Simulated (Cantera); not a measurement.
## SiC + Si + N2 (sublimation and decomposition of ceramics)

Charge: 1 mol SiC, 0.06 mol Si, 1.6 mol N2, equilibrated at 5.50e-5 bar.

Equilibrium computed with Cantera from the NASA thermochemical tables; the gas is ideal and each condensed phase is pure. Candidate condensed phases: C, Si, SiC, Si3N4; 20 gas species. The tables' values for SiN are old estimates; treat these amounts as uncertain. Kinetics and transport are ignored.

From 2000 K to 2100 K the condensed part is C(graphite) + SiC(s). From 2150 K to 2500 K the condensed part is C(graphite). The main Si-bearing gas is Si throughout.

| T (K) | log p N2 | log p Si | log p SiC2 | log p Si2C | log p CN | n C(graphite) | n SiC(s) |
|---|---|---|---|---|---|---|---|
| 2000 | -4.28 | -5.62 | -7.01 | -7.18 | -8.39 | 0.0119 | 0.980 |
| 2050 | -4.31 | -5.29 | -6.58 | -6.77 | -8.12 | 0.101 | 0.876 |
| 2100 | -4.36 | -4.98 | -6.17 | -6.37 | -7.89 | 0.315 | 0.620 |
| 2150 | -4.47 | -4.72 | -5.82 | -6.07 | -7.69 | 0.815 | 0 |
| 2200 | -4.48 | -4.72 | -5.74 | -6.26 | -7.46 | 0.795 | 0 |
| 2250 | -4.48 | -4.72 | -5.66 | -6.46 | -7.23 | 0.767 | 0 |
| 2300 | -4.48 | -4.72 | -5.58 | -6.66 | -7.01 | 0.730 | 0 |
| 2350 | -4.48 | -4.73 | -5.52 | -6.86 | -6.80 | 0.685 | 0 |
| 2400 | -4.48 | -4.74 | -5.46 | -7.05 | -6.60 | 0.628 | 0 |
| 2450 | -4.49 | -4.75 | -5.40 | -7.25 | -6.41 | 0.554 | 0 |
| 2500 | -4.49 | -4.77 | -5.35 | -7.44 | -6.23 | 0.448 | 0 |
log p: log10 of the partial pressure in bar; n: condensed amount in mol.
